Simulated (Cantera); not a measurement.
## Thermodynamics of calcination and drying, feed Ca(OH)2 + C + O2 + H2O

Charge: 1 mol Ca(OH)2, 0.094 mol C, 2 mol O2, 0.89 mol H2O, held at 1048 K and 750 Torr.

Cantera equilibrium calculation (NASA polynomials, part measured and part estimated; ideal gas, pure solids and liquids). Candidate condensed phases: C, C6H6, C7H8, C8H18, Ca, CaCO3, CaO, Ca(OH)2, H2O; 115 gas species. Rates play no part.

The x(O2) comes out as 0.490 and the x(H2O) is 0.486. The x(CO2) comes out as 0.0242. The n(CaO(s)) is 1.00 mol and the gas amount comes out as 3.890 mol. The log10 activity of C(graphite) (absent) is -21.04 and the log10 activity of Ca(s) (absent) comes out as -26.01.
